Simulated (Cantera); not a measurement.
Formation from one mole of O2

Standard-state values (1 bar) from the NASA 1993 polynomials, evaluated with Cantera. Values are per mole of reaction as written; species without (g) are pure solids or liquids, kept so even where they would boil at 1 bar.

Nb + O2(g) = NbO2(g)

```tsv
T (K)	ΔH° (kJ)	ΔS° (J/K)	ΔG° (kJ)	log10 K
300	-200.0	31.2	-209.4	36.46
1900	-213.5	16.6	-245.0	6.74
1950	-214.1	16.3	-245.8	6.59
2000	-214.8	15.9	-246.7	6.44
2050	-215.5	15.6	-247.4	6.30
2100	-216.2	15.3	-248.2	6.17
2150	-216.9	14.9	-249.0	6.05
```

2 C + O2(g) = 2 CO(g)

```json
[
 {"T (K)": "300", "ΔH° (kJ)": "-221.0", "ΔS° (J/K)": "178.8", "ΔG° (kJ)": "-274.7", "log10 K": "47.82"},
 {"T (K)": "1900", "ΔH° (kJ)": "-236.3", "ΔS° (J/K)": "167.9", "ΔG° (kJ)": "-555.4", "log10 K": "15.27"},
 {"T (K)": "1950", "ΔH° (kJ)": "-237.1", "ΔS° (J/K)": "167.5", "ΔG° (kJ)": "-563.7", "log10 K": "15.10"},
 {"T (K)": "2000", "ΔH° (kJ)": "-237.8", "ΔS° (J/K)": "167.1", "ΔG° (kJ)": "-572.1", "log10 K": "14.94"},
 {"T (K)": "2050", "ΔH° (kJ)": "-238.6", "ΔS° (J/K)": "166.7", "ΔG° (kJ)": "-580.5", "log10 K": "14.79"},
 {"T (K)": "2100", "ΔH° (kJ)": "-239.4", "ΔS° (J/K)": "166.4", "ΔG° (kJ)": "-588.8", "log10 K": "14.65"},
 {"T (K)": "2150", "ΔH° (kJ)": "-240.2", "ΔS° (J/K)": "166.0", "ΔG° (kJ)": "-597.1", "log10 K": "14.51"}
]
```

0.8 V + O2(g) = 0.4 V2O5

```csv
T (K),ΔH° (kJ),ΔS° (J/K),ΔG° (kJ),log10 K,condensed phases
300,-620.2,-176.0,-567.4,98.80,"V(s), V2O5(s)"
1900,-574.4,-126.4,-334.1,9.19,"V(s), V2O5(l)"
1950,-574.1,-126.3,-327.8,8.78,"V(s), V2O5(l)"
2000,-573.8,-126.1,-321.5,8.40,"V(s), V2O5(l)"
2050,-573.5,-126.0,-315.2,8.03,"V(s), V2O5(l)"
2100,-573.3,-125.9,-308.9,7.68,"V(s), V2O5(l)"
2150,-573.1,-125.8,-302.6,7.35,"V(s), V2O5(l)"
```
